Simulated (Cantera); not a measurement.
Charge: 1 mol LiOH, a varied amount of H₂, 0.011 mol O₂, at 1948.15 K and 0.0100 bar.

Method: chemical equilibrium by Gibbs-energy minimisation in Cantera with the NASA 1993 tables (ideal gas, pure condensed phases). Candidate condensed phases: H₂O, Li, LiH, LiOH, Li₂O; 17 gas species. The numbers say what is thermodynamically allowed, not how fast it happens.

### Question
At 0.31 mol H₂, list the 6 most abundant gas species with their mole fractions, and the condensed phases.

### Answer
LiOH 0.527, H₂O 0.181, Li 0.158, H₂ 0.121, Li₂O 0.00827, H 0.00394. Condensed: gas only.
